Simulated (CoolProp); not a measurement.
c-C4F8 (RC318) along the isotherm 162.25 °C: Z from the reference equation and from simpler models built on Tc = 115.2 °C, pc = 27.78 bar, ω = 0.355; each cubic takes its own stable root.

Values from CoolProp's reference Helmholtz-energy equation of state, Platzer 1990. This equation is an older, rougher fit.

```
p (bar)  phase  reference
-------  -----  ---------
1.74       gas     0.9861
3.47       gas     0.9721
5.21       gas     0.9578
6.94       gas     0.9433
8.68       gas     0.9284
10.4       gas     0.9135
12.2       gas     0.8976
13.9       gas     0.8822
```

**Question.** How far does each simpler model (Redlich-Kwong, Soave-Redlich-Kwong, Peng-Robinson) lie from the reference over these 8 states: mean and median of the absolute difference, and the worst?

**Answer.** 
- Redlich-Kwong: mean 0.8 %, median 0.7 %, worst -1.4 % at 162.25 °C and 13.9 bar
- Soave-Redlich-Kwong: mean 0.0 %, median 0.0 %, worst -0.1 % at 162.25 °C and 6.94 bar
- Peng-Robinson: mean 1.0 %, median 1.0 %, worst -1.7 % at 162.25 °C and 13.9 bar
